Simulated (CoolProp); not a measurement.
Saturation properties of normal hydrogen.

Computed with CoolProp (reference Helmholtz-energy equation of state, Leachman 2009).

| T (°C) | p (bar) | enthalpy of vaporisation (kJ/kg) | surface tension (mN/m) |
|---|---|---|---|
| -249.75 | 2.248 | 427.4 | 1.39 |
| -248.55 | 2.947 | 414.3 | 1.19 |
| -247.25 | 3.862 | … | 0.978 |
| -246.05 | 4.869 | 375.6 | 0.784 |
| -244.75 | … | 347.3 | 0.581 |
| -243.45 | … | 310.9 | 0.388 |
| -242.25 | 9.272 | 265.8 | 0.225 |
| -240.95 | 11.29 | 190.7 | 0.0817 |

Task: What belongs in the gaps?

Result: 
- -247.25, enthalpy of vaporisation (kJ/kg): 396.3
- -244.75, p (bar): 6.154
- -243.45, p (bar): 7.661

It boils at -252.8 °C under 1 atm.

Surface tension comes from a separate correlation (Mulero 2012).
